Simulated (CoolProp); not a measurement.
Cyclopentane along the isotherm 12.95 °C: fugacity coefficient from the reference equation and from simpler models built on Tc = 238.6 °C, pc = 45.83 bar, ω = 0.202; each cubic takes its own stable root.

Values from CoolProp's reference Helmholtz-energy equation of state, Gedanitz 2015.

```json
[
 {"p (bar)": "57.3", "phase": "liquid", "reference": "0.005542", "van der Waals": "0.05961", "Redlich-Kwong": "0.009336", "Soave-Redlich-Kwong": "0.005447", "Peng-Robinson": "…"},
 {"p (bar)": "115", "phase": "liquid", "reference": "0.003455", "van der Waals": "0.04194", "Redlich-Kwong": "0.005894", "Soave-Redlich-Kwong": "0.003426", "Peng-Robinson": "0.003375"},
 {"p (bar)": "172", "phase": "liquid", "reference": "0.002878", "van der Waals": "0.03921", "Redlich-Kwong": "0.004969", "Soave-Redlich-Kwong": "0.002879", "Peng-Robinson": "0.002766"},
 {"p (bar)": "229", "phase": "liquid", "reference": "0.002690", "van der Waals": "0.04102", "Redlich-Kwong": "0.004697", "Soave-Redlich-Kwong": "…", "Peng-Robinson": "0.002543"},
 {"p (bar)": "286", "phase": "liquid", "reference": "…", "van der Waals": "0.04558", "Redlich-Kwong": "0.004725", "Soave-Redlich-Kwong": "0.002723", "Peng-Robinson": "0.002490"},
 {"p (bar)": "344", "phase": "liquid", "reference": "0.002775", "van der Waals": "…", "Redlich-Kwong": "0.004947", "Soave-Redlich-Kwong": "0.002844", "Peng-Robinson": "0.002538"},
 {"p (bar)": "401", "phase": "liquid", "reference": "0.002953", "van der Waals": "0.06243", "Redlich-Kwong": "0.005317", "Soave-Redlich-Kwong": "0.003050", "Peng-Robinson": "0.002657"},
 {"p (bar)": "458", "phase": "liquid", "reference": "0.003204", "van der Waals": "0.07527", "Redlich-Kwong": "0.005824", "Soave-Redlich-Kwong": "0.003334", "Peng-Robinson": "0.002837"}
]
```

Question: Complete the blanks.

Answer: 
- 57.3, Peng-Robinson: 0.005506
- 229, Soave-Redlich-Kwong: 0.002714
- 286, reference: 0.002678
- 344, van der Waals: 0.05274
